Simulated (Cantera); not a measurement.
Charge: 1 mol BN, 1.5 mol H2, 5 mol F2, held at 1100 K and 0.000210 bar.

Equilibrium computed with Cantera from the NASA thermochemical tables; the gas is ideal and each condensed phase is pure. Candidate condensed phases: B, BN; 31 gas species. Rates play no part.

**Question.** What is the equilibrium state?

**Answer.** 
- x(F): 0.469
- x(HF): 0.353
- x(BF3): 0.118
- x(N2): 0.0589
- x(F2): 0.000790
- gas amount: 8.493 mol
- log10 activity of B(s) (absent): -45.25
